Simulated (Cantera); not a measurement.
Input: 1 mol Si3N4, 0.015 mol CO2, 1.3 mol H2, equilibrated at 34.0 mbar.

Method: chemical equilibrium by Gibbs-energy minimisation in Cantera with the NASA 1993 tables (ideal gas, pure condensed phases). Candidate condensed phases: C, C6H6, C7H8, C8H18, H2O, Si, SiC, SiO2, Si2N2O, Si3N4; 151 gas species. Mutual solubility and eutectic melting of coexisting phases are not modelled. Gases not in the tables: Si2H6 and higher silanes. Equilibrium is a limit: real reactors are often held back by kinetics, nucleation or transport.

**Question.** Which condensed phases are stable at each of these points (T (K)): 1750, 1800, 1850, 1900, 1950, 2000, 2050, 2100?

**Answer.** 
```tsv
T (K)	condensed phases	Si condensed (%)
1750	Si(l) + SiC(s) + Si2N2O(s) + Si3N4(s)	99.8
1800	Si(l) + SiC(s) + Si2N2O(s) + Si3N4(s)	99.4
1850	Si(l) + SiC(s) + Si3N4(s)	99.1
1900	Si(l) + SiC(s)	99.1
1950	Si(l) + SiC(s)	99.1
2000	Si(l) + SiC(s)	99.1
2050	Si(l) + SiC(s)	99.0
2100	Si(l) + SiC(s)	98.8
```

From 1750 K to 1800 K the condensed part is Si(l) + SiC(s) + Si2N2O(s) + Si3N4(s). At 1850 K the condensed part is Si(l) + SiC(s) + Si3N4(s). From 1900 K to 2100 K the condensed part is Si(l) + SiC(s).
